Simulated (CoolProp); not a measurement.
R141b at several states: Z from the reference equation and from simpler models built on Tc = 477.5 K, pc = 4.212 MPa, ω = 0.220; each cubic takes its own stable root.

The numbers come from the reference Helmholtz-energy equation of state, Lemmon 2006 in CoolProp. It is a short technical equation, of lower accuracy than the large ones.

```tsv
T (K)	p (MPa)	phase	reference
485.5	0.301	gas	0.9776
269.4	8.77	liquid	0.3517
483.6	10.2	supercritical	0.3603
427.7	0.0666	gas	0.9926
```

Task: How far does each simpler model (van der Waals, Redlich-Kwong, Soave-Redlich-Kwong, Peng-Robinson) lie from the reference over these 4 states: mean and median of the absolute difference, and the worst?

Result: 
- van der Waals: mean 24.8 %, median 19.3 %, worst +60.6 % at 269.4 K and 8.77 MPa
- Redlich-Kwong: mean 5.8 %, median 5.3 %, worst +12.7 % at 483.6 K and 10.2 MPa
- Soave-Redlich-Kwong: mean 5.5 %, median 4.3 %, worst +13.2 % at 483.6 K and 10.2 MPa
- Peng-Robinson: mean 1.5 %, median 1.2 %, worst -3.5 % at 269.4 K and 8.77 MPa
